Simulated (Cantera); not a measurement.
# Premixed flame

A freely propagating, adiabatic, planar premixed flame of CH₄ : O₂ : N₂ = 1 : 1.43 : 5.37 (molar parts), equivalence ratio 1.4, unburnt at 573 K and 0.220 bar; mixture-averaged transport, grid criteria slope 0.08 and curve 0.16, no radiation.

Cantera simulation using GRI-Mech 3.0 (53 species, 325 reactions); the numbers are that mechanism's predictions, not measurements. Burning velocities carry a grid error of a few per cent, more on coarse grids.

```json
[
 {"z (mm)": "-4.89", "T (K)": "573", "u (m/s)": "1.03", "x CH₄": "0.128", "x O₂": "0.183", "x O": "<1e-8", "x H₂O₂": "<1e-8", "x CH₃": "4.33e-8", "x C₂H₄": "3.01e-8"},
 {"z (mm)": "-3.26", "T (K)": "576", "u (m/s)": "1.04", "x CH₄": "0.127", "x O₂": "0.182", "x O": "<1e-8", "x H₂O₂": "9.21e-8", "x CH₃": "6.44e-7", "x C₂H₄": "7.61e-7"},
 {"z (mm)": "-2.45", "T (K)": "589", "u (m/s)": "1.07", "x CH₄": "0.125", "x O₂": "0.180", "x O": "1.82e-8", "x H₂O₂": "4.70e-7", "x CH₃": "3.63e-6", "x C₂H₄": "5.85e-6"},
 {"z (mm)": "-1.63", "T (K)": "676", "u (m/s)": "1.25", "x CH₄": "0.117", "x O₂": "0.172", "x O": "4.28e-7", "x H₂O₂": "1.78e-6", "x CH₃": "3.63e-5", "x C₂H₄": "7.05e-5"},
 {"z (mm)": "-0.816", "T (K)": "1101", "u (m/s)": "2.08", "x CH₄": "0.0802", "x O₂": "0.134", "x O": "1.69e-5", "x H₂O₂": "3.98e-6", "x CH₃": "0.00110", "x C₂H₄": "0.000742"},
 {"z (mm)": "-0.408", "T (K)": "1481", "u (m/s)": "2.85", "x CH₄": "0.0444", "x O₂": "0.0903", "x O": "0.000100", "x H₂O₂": "3.15e-6", "x CH₃": "0.00436", "x C₂H₄": "0.00149"},
 {"z (mm)": "0", "T (K)": "1819", "u (m/s)": "3.54", "x CH₄": "0.0132", "x O₂": "0.0437", "x O": "0.000351", "x H₂O₂": "1.09e-6", "x CH₃": "0.00506", "x C₂H₄": "0.00103"},
 {"z (mm)": "0.408", "T (K)": "1992", "u (m/s)": "3.90", "x CH₄": "0.00202", "x O₂": "0.0160", "x O": "0.000586", "x H₂O₂": "2.07e-7", "x CH₃": "0.00178", "x C₂H₄": "0.000161"},
 {"z (mm)": "0.816", "T (K)": "2045", "u (m/s)": "4.00", "x CH₄": "0.000235", "x O₂": "0.00552", "x O": "0.000633", "x H₂O₂": "3.52e-8", "x CH₃": "0.000330", "x C₂H₄": "8.74e-6"},
 {"z (mm)": "1.63", "T (K)": "2065", "u (m/s)": "4.03", "x CH₄": "3.62e-6", "x O₂": "0.00117", "x O": "0.000587", "x H₂O₂": "1.66e-8", "x CH₃": "7.32e-6", "x C₂H₄": "<1e-8"},
 {"z (mm)": "3.26", "T (K)": "2073", "u (m/s)": "4.03", "x CH₄": "<1e-8", "x O₂": "0.000659", "x O": "0.000527", "x H₂O₂": "1.45e-8", "x CH₃": "2.33e-8", "x C₂H₄": "<1e-8"},
 {"z (mm)": "6.53", "T (K)": "2083", "u (m/s)": "4.05", "x CH₄": "<1e-8", "x O₂": "0.000564", "x O": "0.000458", "x H₂O₂": "1.30e-8", "x CH₃": "<1e-8", "x C₂H₄": "<1e-8"},
 {"z (mm)": "13.1", "T (K)": "2096", "u (m/s)": "4.07", "x CH₄": "<1e-8", "x O₂": "0.000446", "x O": "0.000361", "x H₂O₂": "1.09e-8", "x CH₃": "<1e-8", "x C₂H₄": "<1e-8"}
]
```
x: mole fraction of selected species; z is measured from the peak of heat release.

The laminar burning velocity is 103 cm/s and the thermal thickness is 1.63 mm. The peak x(O) is 0.000634. The peak x(H₂O₂) is 4.21e-6, the peak x(CH₃) is 0.00562 and the peak x(C₂H₄) is 0.00156.
